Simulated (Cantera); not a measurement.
Input (Python, Cantera):

```python
import numpy as np
import cantera as ct

gas = ct.Solution("SiF4_NH3_mec.yaml", "gas")
gas.TPX = 2000, 160000, {'NH3': 1, 'N2': 0.31}
reactor = ct.IdealGasConstPressureReactor(gas, energy="off", clone=False)
net = ct.ReactorNet([reactor])
net.rtol, net.atol = 1e-08, 1e-18
show = ['NH3', 'H2', 'N2', 'N', 'H']
times = np.geomspace(8e-05, 200, 10)

steps = ct.SolutionArray(gas, extra=["t"])
rows = []
print(f"{'t/s':>10s}{'T/K':>9s}{'P/Pa':>11s}" + "".join(f"{s:>11s}" for s in show))
for t in times:
    while net.time < t:
        t_next = net.step()
        steps.append(gas.state, t=t_next)
    rows.append([np.interp(t, steps.t, y) for y in (steps.T, steps.P, *steps(*show).X.T)])
    print(f"{t:10.3e}{rows[-1][0]:9.1f}{rows[-1][1]:11.4g}" + "".join(f"{x:11.3e}" for x in rows[-1][2:]))
rate = np.gradient(steps.T, steps.t)
print("integrator steps:", len(steps.t))
if steps.T.max() > steps.T[0] + 200:
    print(f"time of steepest temperature rise: {steps.t[rate.argmax()]:.4e} s")
gas.TPX = 2000, 160000, {'NH3': 1, 'N2': 0.31}
gas.equilibrate("TP")
print(f"equilibrium (TP): T = {gas.T:.1f} K  " + "  ".join(f"{s} {gas[s].X[0]:.3e}" for s in show))
```

It prints:

```
       t/s      T/K       P/Pa        NH3         H2         N2          N          H
 8.000e-05   2000.0    1.6e+05  7.601e-01  1.932e-03  2.367e-01  1.644e-08  2.056e-06
 4.111e-04   2000.0    1.6e+05  7.452e-01  1.460e-02  2.389e-01  8.061e-08  9.195e-06
 2.113e-03   2000.0    1.6e+05  6.752e-01  7.426e-02  2.494e-01  3.108e-07  4.015e-05
 1.086e-02   2000.0    1.6e+05  4.329e-01  2.805e-01  2.857e-01  5.897e-07  1.599e-04
 5.580e-02   2000.0    1.6e+05  9.097e-02  5.714e-01  3.369e-01  6.097e-07  5.063e-04
 2.867e-01   2000.0    1.6e+05  4.158e-03  6.450e-01  3.498e-01  1.539e-07  9.917e-04
 1.474e+00   2000.0    1.6e+05  4.647e-04  6.481e-01  3.504e-01  1.967e-08  1.041e-03
 7.573e+00   2000.0    1.6e+05  8.260e-05  6.484e-01  3.505e-01  3.506e-09  1.042e-03
 3.892e+01   2000.0    1.6e+05  1.774e-05  6.485e-01  3.505e-01  7.532e-10  1.042e-03
 2.000e+02   2000.0    1.6e+05  9.934e-06  6.485e-01  3.505e-01  4.217e-10  1.042e-03
integrator steps: 1842
equilibrium (TP): T = 2000.0 K  NH3 9.904e-06  H2 6.485e-01  N2 3.505e-01  N 4.204e-10  H 1.042e-03
```

Computed with Cantera and the gas-phase N/H chemistry of the illustrative SiF4/NH3 mechanism in the Surface Chemkin manual (1991). Walls and surfaces, which speed up NH3 decomposition in real reactors, are not modelled.
